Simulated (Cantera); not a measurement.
A closed system holds: 1 mol SiHCl3, 150 mol H2, at 1.60 bar.

Method: chemical equilibrium by Gibbs-energy minimisation in Cantera with the NASA 1993 tables (ideal gas, pure condensed phases). Candidate condensed phases: Si; 19 gas species. The tables' values for SiCl3 are old estimates; treat these amounts as uncertain. Gases not in the tables: Si2H6 and higher silanes. Kinetics and transport are ignored.

x: gas mole fraction; n: condensed amount in mol.

```json
[
 {"T (K)": "1148", "x H2": "0.987", "x HCl": "0.00960", "x SiHCl3": "___", "x SiCl2": "0.000205", "x SiCl4": "0.000834", "x SiH2Cl2": "0.000444", "n Si(s)": "0.491", "n Si(l)": "0"},
 {"T (K)": "1198", "x H2": "0.985", "x HCl": "0.0118", "x SiHCl3": "___", "x SiCl2": "0.000334", "x SiCl4": "0.000566", "x SiH2Cl2": "0.000372", "n Si(s)": "0.588", "n Si(l)": "0"},
 {"T (K)": "1248", "x H2": "0.984", "x HCl": "0.0138", "x SiHCl3": "___", "x SiCl2": "0.000485", "x SiCl4": "0.000341", "x SiH2Cl2": "0.000293", "n Si(s)": "0.673", "n Si(l)": "0"},
 {"T (K)": "1298", "x H2": "0.983", "x HCl": "0.0153", "x SiHCl3": "___", "x SiCl2": "0.000632", "x SiCl4": "0.000183", "x SiH2Cl2": "0.000217", "n Si(s)": "0.737", "n Si(l)": "0"},
 {"T (K)": "1348", "x H2": "0.982", "x HCl": "0.0163", "x SiHCl3": "___", "x SiCl2": "0.000756", "x SiCl4": "9.04e-5", "x SiH2Cl2": "0.000155", "n Si(s)": "0.780", "n Si(l)": "0"},
 {"T (K)": "1398", "x H2": "0.982", "x HCl": "0.0168", "x SiHCl3": "___", "x SiCl2": "0.000850", "x SiCl4": "4.28e-5", "x SiH2Cl2": "0.000108", "n Si(s)": "0.804", "n Si(l)": "0"},
 {"T (K)": "1448", "x H2": "0.982", "x HCl": "0.0171", "x SiHCl3": "___", "x SiCl2": "0.000922", "x SiCl4": "2.02e-5", "x SiH2Cl2": "7.48e-5", "n Si(s)": "0.817", "n Si(l)": "0"},
 {"T (K)": "1498", "x H2": "0.982", "x HCl": "0.0173", "x SiHCl3": "___", "x SiCl2": "0.000977", "x SiCl4": "9.68e-6", "x SiH2Cl2": "5.24e-5", "n Si(s)": "0.823", "n Si(l)": "0"},
 {"T (K)": "1548", "x H2": "0.981", "x HCl": "0.0174", "x SiHCl3": "___", "x SiCl2": "0.00102", "x SiCl4": "4.80e-6", "x SiH2Cl2": "3.73e-5", "n Si(s)": "0.824", "n Si(l)": "0"},
 {"T (K)": "1598", "x H2": "0.981", "x HCl": "0.0174", "x SiHCl3": "___", "x SiCl2": "0.00106", "x SiCl4": "2.46e-6", "x SiH2Cl2": "2.70e-5", "n Si(s)": "0.824", "n Si(l)": "0"},
 {"T (K)": "1648", "x H2": "0.981", "x HCl": "0.0174", "x SiHCl3": "___", "x SiCl2": "0.00109", "x SiCl4": "1.31e-6", "x SiH2Cl2": "1.99e-5", "n Si(s)": "0.822", "n Si(l)": "0"},
 {"T (K)": "1698", "x H2": "0.981", "x HCl": "0.0174", "x SiHCl3": "___", "x SiCl2": "0.00111", "x SiCl4": "7.14e-7", "x SiH2Cl2": "1.47e-5", "n Si(s)": "0", "n Si(l)": "0.821"}
]
```

**Question.** Complete the blanks.

**Answer.** 
- 1148, x SiHCl3: 0.00172
- 1198, x SiHCl3: 0.00127
- 1248, x SiHCl3: 0.000858
- 1298, x SiHCl3: 0.000532
- 1348, x SiHCl3: 0.000310
- 1398, x SiHCl3: 0.000175
- 1448, x SiHCl3: 9.87e-5
- 1498, x SiHCl3: 5.65e-5
- 1548, x SiHCl3: 3.31e-5
- 1598, x SiHCl3: 2.00e-5
- 1648, x SiHCl3: 1.23e-5
- 1698, x SiHCl3: 7.75e-6
